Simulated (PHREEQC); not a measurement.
A made-up water analysis in mg/L, 25 °C, pH 3.82, pe 10.6: Na 890; K 16.7; Ca 203; Mg 138; Cl 120; S(6) as SO4 2430; Cu(2) 3.15; Pb 1.46; Mn(2) 2.47.

Valence states are taken as typed.

Model: ion-association model, phreeqc.dat, run in PHREEQC.

**Question.** The ionic strength comes out as 0.0728 mol/kgw. What activity coefficients do Pb+2, K+, Cu+2, KSO4-, Mg+2 get?

**Answer.** Pb+2 0.41, K+ 0.79, Cu+2 0.44, KSO4- 0.81, Mg+2 0.44.

No solid was allowed to form.
